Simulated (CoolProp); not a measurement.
A simple Rankine cycle with ammonia: condensing at 316.15 K, boiler at 6.38 MPa, turbine inlet 414.1 K, turbine efficiency 0.9, pump efficiency 0.7, no recuperator. Each further row changes one setting.

Model: reference Helmholtz-energy equation of state, Gao 2020, in CoolProp.

```csv
case,thermal efficiency (%),net work (kJ/kg),heat in (kJ/kg),turbine exit temperature (K),volume ratio over the turbine
as stated,12.7,154,1220,316.1,3.06
turbine inlet 434.1 K,13.2,171,1290,326.8,2.99
condensing temperature 308.15 K,14.2,179,1260,308.1,3.74
boiler pressure 4.47 MPa,10.1,130,1280,336.7,2.22
turbine efficiency 0.8,11.1,136,1220,316.1,3.11
```

The expansion ends wet for: as stated; condensing temperature 308.15 K; turbine efficiency 0.8.
